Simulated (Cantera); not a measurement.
**Tantalum, niobium, vanadium and zirconium in process gases: Zr + NH3**

Charge: 1 mol Zr, a varied amount of NH3, at 2175 K and 0.128 Torr.

These are equilibrium values from Cantera (NASA tables, ideal gas, pure condensed phases), not measurements of a reactor. Candidate condensed phases: Zr, ZrN; 11 gas species. Mutual solubility and eutectic melting of coexisting phases are not modelled. ZrN: taken at fixed stoichiometry. Condensed phases not in the tables: N, O or C dissolved in the metal. The numbers say what is thermodynamically allowed, not how fast it happens.

From 0.13 mol NH3 to 0.87 mol NH3 the condensed part is Zr(l) + ZrN(s). From 1.2 mol NH3 to 3.1 mol NH3 the condensed part is ZrN(s). The main Zr-bearing gas is Zr throughout.

```
n(NH3) (mol)   x H2    x H     x N2      x Zr      x N      x NH  n Zr(l)  n ZrN(s)
------------  -----  -----  -------  --------  -------  --------  -------  --------
0.13          0.689  0.311  6.05e-5  0.000258  5.50e-9  1.90e-10    0.870     0.130
0.18          0.689  0.311  6.05e-5  0.000258  5.50e-9  1.90e-10    0.820     0.180
0.24          0.689  0.311  6.05e-5  0.000258  5.50e-9  1.90e-10    0.760     0.240
0.34          0.689  0.311  6.05e-5  0.000258  5.50e-9  1.90e-10    0.660     0.340
0.46          0.689  0.311  6.05e-5  0.000258  5.50e-9  1.90e-10    0.540     0.460
0.64          0.689  0.311  6.05e-5  0.000258  5.50e-9  1.90e-10    0.360     0.640
0.87          0.689  0.311  6.05e-5  0.000258  5.50e-9  1.90e-10    0.130     0.870
1.2           0.653  0.303   0.0447   9.48e-6  1.49e-7   5.04e-9        0     1.000
1.7           0.606  0.291    0.103   6.24e-6  2.27e-7   7.37e-9        0     1.000
2.3           0.579  0.285    0.136   5.44e-6  2.61e-7   8.27e-9        0     1.000
3.1           0.561  0.280    0.158   5.04e-6  2.81e-7   8.79e-9        0     1.000
```
x: gas mole fraction; n: condensed amount in mol.
